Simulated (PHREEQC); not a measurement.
Make-up at 43 °C: 6.7 mmol/kgw K2SO4. Closed to the air; pH follows from the charge balance.

All values are PHREEQC results (ion-association model, wateq4f.dat), not measurements.

Each row changes one thing in this solution. No solid was allowed to form.

```tsv
case	pH	ionic strength (mol/kgw)	SO4-2 (mol/kgw)	HSO4- (mol/kgw)
as made	6.82	0.0192	0.00626	9.33e-8
K2SO4 replaced by Li2SO4 at the same molality	6.82	0.0197	0.00648	9.57e-8
diluted 2-fold with water	6.79	0.00979	0.00322	5.71e-8
K2SO4 from 0.0067 to 0.0134 mol/kgw	6.86	0.0374	0.0120	1.44e-7
K2SO4 replaced by NiSO4 at the same molality	6.01	0.0197	0.00493	4.66e-7
```

Constants without temperature data keep their 25 °C values here.
